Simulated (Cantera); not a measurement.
Adiabatic ignition

An adiabatic, constant-pressure homogeneous reactor starts with CH4 : H2 : O2 : N2 : CO2 = 1 : 0.38 : 2.35 : 18 : 1.6 (molar parts), equivalence ratio 0.93, at 1425 K and 1.01 bar.

Detailed kinetics in Cantera: GRI-Mech 3.0 (53 species, 325 reactions).

```tsv
t (s)	T (K)	x CH4	x H2	x O2	x C2H	x CH2O	x NO2	x NO
4.00e-6	1425	0.0429	0.0163	0.101	<1e-12	2.50e-10	<1e-12	<1e-12
1.14e-5	1425	0.0429	0.0163	0.101	<1e-12	2.70e-9	<1e-12	<1e-12
3.24e-5	1425	0.0429	0.0163	0.101	<1e-12	2.87e-8	<1e-12	<1e-12
9.24e-5	1425	0.0429	0.0163	0.101	<1e-12	3.89e-7	<1e-12	<1e-12
0.000263	1425	0.0428	0.0163	0.101	<1e-12	1.38e-5	<1e-12	<1e-12
0.000750	1448	0.0384	0.0161	0.0977	1.22e-11	0.000655	1.16e-12	4.90e-11
0.00213	2206	<1e-12	0.00351	0.0161	<1e-12	2.34e-11	1.56e-8	7.21e-5
0.00608	2288	<1e-12	0.00193	0.0121	<1e-12	8.50e-12	6.11e-8	0.000229
0.0173	2293	<1e-12	0.00182	0.0117	<1e-12	7.69e-12	1.55e-7	0.000582
0.0493	2291	<1e-12	0.00183	0.0113	<1e-12	7.76e-12	3.73e-7	0.00142
0.140	2288	<1e-12	0.00184	0.0107	<1e-12	7.89e-12	7.00e-7	0.00272
0.400	2287	<1e-12	0.00185	0.0104	<1e-12	7.95e-12	8.52e-7	0.00335
```
x: mole fraction; the columns are a selection and need not sum to one.

| Item | Value |
|---|---|
| time of steepest temperature rise | 1.10 ms |
| temperature at 0.400 s | 2287 K |
| equilibrium temperature | 2287 K |
| x(CH4) at 0.400 s | <1e-12 (gas-phase equilibrium <1e-12) |
| x(H2) at 0.400 s | 0.00185 (gas-phase equilibrium 0.00185) |
| x(O2) at 0.400 s | 0.0104 (gas-phase equilibrium 0.0104) |
